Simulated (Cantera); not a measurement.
Feed: 1 mol HBr, 0.63 mol O2, held at 948 K and 8000 Pa.

Equilibrium computed with Cantera from the NASA thermochemical tables; the gas is ideal and each condensed phase is pure. Candidate condensed phases: Br2, H2O; 12 gas species. Kinetics and transport are ignored.

Base state: H2O 0.356, Br2 0.353, O2 0.276, HBr 0.00809, Br 0.00631 (mole fractions); condensed: gas only.

What changes in the equilibrium state with this change: pressure from 8000 Pa to 13300 Pa?


```csv
species,before,after
H2O,0.356,0.357
Br2,0.353,0.355
O2,0.276,0.276
Br,0.00631,0.00490
HBr,0.00809,0.00714
```
